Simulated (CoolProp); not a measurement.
The fluid at 298.15 K and 0.103 MPa flows at 0.071 m/s in a round tube of 10 mm bore and 1.5 µm roughness, fully developed (64/Re and Nu = 3.66 if laminar; Colebrook and Gnielinski if turbulent). The same conditions are run with several fluids, on thermodynamics alone (safety and materials aside).

The numbers come from the reference Helmholtz-energy equation of state of each fluid (c-C4F8 (RC318): Platzer 1990; R507A: Lemmon 2003; R125: Lemmon 2005; R152A: Outcalt 1996; ammonia: Gao 2020) in CoolProp. The equations of Platzer and Polt are older, rougher fits. Blends and air are pseudo-pure fits.

```
fluid           Reynolds number  Darcy friction factor  pressure drop (Pa/m)  heat-transfer coefficient (W/(m² K))  mass flow (kg/h)
--------------  ---------------  ---------------------  --------------------  ------------------------------------  ----------------
c-C4F8 (RC318)              541                  0.118                 0.256                                  4.42             0.172
R507A                       243                  0.263                 0.277                                     …            0.0839
R125                        277                  0.231                 0.294                                  5.13             0.102
R152A                       179                  0.358                 0.253                                  5.18            0.0563
ammonia                       …                   1.27                     …                                     …            0.0144
```

Problem. Some entries are withheld; supply them.

Solution. 
- R507A, heat-transfer coefficient (W/(m² K)): 4.93
- ammonia, Reynolds number: 50.3
- ammonia, pressure drop (Pa/m): 0.229
- ammonia, heat-transfer coefficient (W/(m² K)): 9.13

Transport values come from each fluid's own correlations; those of c-C4F8 (RC318), R152A are estimates that may be off by 10 % or more.
